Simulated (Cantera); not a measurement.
Cantera with NASA thermochemical tables; ideal gases at 1 bar, condensed phases pure. Values are per mole of reaction as written; species without (g) are pure solids or liquids, kept so even where they would boil at 1 bar.

6 F2(g) + 3 Cu2O ⇌ 6 CuF2(g) + O3(g)

| T (K) | ΔH° (kJ) | ΔS° (J/K) | ΔG° (kJ) | log10 K | condensed phases |
|---|---|---|---|---|---|
| 1248 | -1007.0 | 264.4 | -1337.0 | 55.96 | Cu2O(s) |
| 1298 | [?] | [?] | [?] | [?] | Cu2O(s) |
| 1348 | -1016.5 | 257.1 | -1363.1 | 52.82 | Cu2O(s) |
| 1398 | -1021.6 | 253.4 | -1375.9 | 51.41 | Cu2O(s) |
| 1448 | -1026.9 | 249.7 | -1388.5 | 50.09 | Cu2O(s) |
| 1498 | [?] | [?] | [?] | [?] | Cu2O(s) |
| 1548 | -1232.8 | 113.8 | -1409.0 | 47.54 | Cu2O(l) |

Q: What belongs in the gaps?

A: 
- 1298, ΔH° (kJ): -1011.7
- 1298, ΔS° (J/K): 260.8
- 1298, ΔG° (kJ): -1350.2
- 1298, log10 K: 54.33
- 1498, ΔH° (kJ): -1032.5
- 1498, ΔS° (J/K): 245.9
- 1498, ΔG° (kJ): -1400.8
- 1498, log10 K: 48.85
